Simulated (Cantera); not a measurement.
What does this Cantera script print?

```python
import numpy as np
import cantera as ct

gas = ct.Solution("gri30.yaml")
gas.TPX = 425, 100000, {'CH4': 1, 'O2': 2.27, 'N2': 8.55}
flame = ct.FreeFlame(gas, width=0.04)
flame.set_refine_criteria(ratio=3, slope=0.08, curve=0.16)
flame.transport_model = "unity-Lewis-number"
flame.solve(loglevel=0, auto=True)
z, T = flame.grid, flame.T
thick = (T[-1] - T[0]) / np.gradient(T, z).max()
show = ['CH4', 'O2', 'CO2', 'H', 'NO2', 'CH3']
print(f"laminar burning velocity  {flame.velocity[0] * 100:.3f} cm/s")
print(f"burnt temperature         {T[-1]:.1f} K")
print(f"thermal thickness         {thick * 1e3:.4f} mm")
print(f"grid points               {len(z)}")
z0 = z[flame.heat_release_rate.argmax()]
print(f"{'z/mm':>9s}{'T/K':>9s}{'u/(m/s)':>9s}" + "".join(f"{s:>11s}" for s in show))
rows = []
for k in (-3, -2, -1.5, -1, -0.5, -0.25, 0, 0.25, 0.5, 1, 2, 4, 8):
    zz = z0 + k * thick
    rows.append([k * thick, np.interp(zz, z, T), np.interp(zz, z, flame.velocity),
                 *(np.interp(zz, z, flame.X[gas.species_index(s)]) for s in show)])
    print(f"{rows[-1][0] * 1e3:9.3f}{rows[-1][1]:9.1f}{rows[-1][2]:9.3f}" + "".join(f"{x:11.3e}" for x in rows[-1][3:]))
```

It prints:

```
laminar burning velocity  49.296 cm/s
burnt temperature         2187.5 K
thermal thickness         0.4415 mm
grid points               135
     z/mm      T/K  u/(m/s)        CH4         O2        CO2          H        NO2        CH3
   -1.325    425.3    0.493  8.459e-02  1.920e-01  7.474e-06  1.024e-16  8.329e-10  7.529e-09
   -0.883    428.2    0.497  8.442e-02  1.918e-01  7.820e-05  6.306e-14  8.614e-09  8.004e-08
   -0.662    439.8    0.510  8.376e-02  1.907e-01  3.637e-04  6.270e-12  3.836e-08  3.981e-07
   -0.442    517.3    0.601  7.932e-02  1.838e-01  2.297e-03  1.900e-09  1.940e-07  3.871e-06
   -0.221    915.2    1.072  5.493e-02  1.456e-01  1.293e-02  8.219e-06  3.267e-07  1.407e-04
   -0.110   1305.8    1.544  2.906e-02  1.048e-01  2.445e-02  2.206e-04  1.053e-07  9.425e-04
    0.000   1696.5    2.028  4.787e-03  5.941e-02  3.903e-02  3.313e-03  7.901e-09  9.830e-04
    0.110   1835.3    2.192  1.365e-04  4.034e-02  5.135e-02  6.423e-03  3.604e-09  4.089e-05
    0.221   1889.3    2.249  2.569e-06  3.579e-02  5.855e-02  6.330e-03  4.105e-09  8.592e-07
    0.442   1959.6    2.320  2.883e-09  3.240e-02  6.503e-02  4.756e-03  5.099e-09  1.153e-09
    0.883   2036.6    2.397  2.419e-14  2.952e-02  7.013e-02  2.640e-03  7.371e-09  1.289e-14
    1.766   2103.9    2.464  5.391e-18  2.702e-02  7.473e-02  1.200e-03  1.202e-08  2.936e-17
    3.532   2151.8    2.511  1.230e-18  2.515e-02  7.842e-02  5.126e-04  2.003e-08  5.206e-18
```

Computed with Cantera and GRI-Mech 3.0 (53 species, 325 reactions). Unity Lewis numbers drop preferential diffusion, which matters most where H2 and H carry the flame. Burning velocities carry a grid error of a few per cent, more on coarse grids.
